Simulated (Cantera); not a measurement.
Premixed flame

A freely propagating, adiabatic, planar premixed flame of 9.58 % CH₄, 18.2 % O₂, 72.2 % N₂, unburnt at 373 K and 0.700 bar; mixture-averaged transport, grid criteria slope 0.08 and curve 0.16, no radiation.

Computed with Cantera and GRI-Mech 3.0 (53 species, 325 reactions). Burning velocities carry a grid error of a few per cent, more on coarse grids.

```csv
z (mm),T (K),u (m/s),x CH₄,x O₂,x CH₂O,x N₂O,x CO,x H₂
-1.71,373,0.562,0.0957,0.182,1.56e-8,<1e-8,1.02e-6,0.000633
-1.14,374,0.565,0.0955,0.182,3.65e-7,<1e-8,1.67e-5,0.00220
-0.856,379,0.574,0.0949,0.181,3.06e-6,<1e-8,0.000106,0.00443
-0.571,435,0.663,0.0911,0.177,5.63e-5,<1e-8,0.00131,0.00957
-0.285,870,1.35,0.0649,0.143,0.000615,<1e-8,0.0143,0.0184
-0.143,1307,2.04,0.0356,0.101,0.000914,1.56e-8,0.0318,0.0227
0,1699,2.67,0.00829,0.0535,0.000588,3.28e-8,0.0490,0.0233
0.143,1852,2.91,0.000565,0.0268,8.84e-5,5.09e-8,0.0477,0.0186
0.285,1892,2.96,1.89e-5,0.0181,3.69e-6,5.96e-8,0.0395,0.0161
0.571,1935,3.01,3.14e-8,0.0138,<1e-8,6.00e-8,0.0314,0.0156
1.14,1989,3.09,<1e-8,0.0115,<1e-8,5.88e-8,0.0276,0.0149
2.28,2052,3.17,<1e-8,0.00922,<1e-8,5.89e-8,0.0255,0.0132
4.57,2114,3.25,<1e-8,0.00675,<1e-8,5.86e-8,0.0230,0.0112
```
x: mole fraction of selected species; z is measured from the peak of heat release.

| Quantity | Value |
|---|---|
| laminar burning velocity | 56.2 cm/s |
| thermal thickness | 0.571 mm |
| peak x(CH₂O) | 0.000917 |
| peak x(CO) | 0.0508 |
| peak x(H₂) | 0.0239 |
| grid points | 159 |
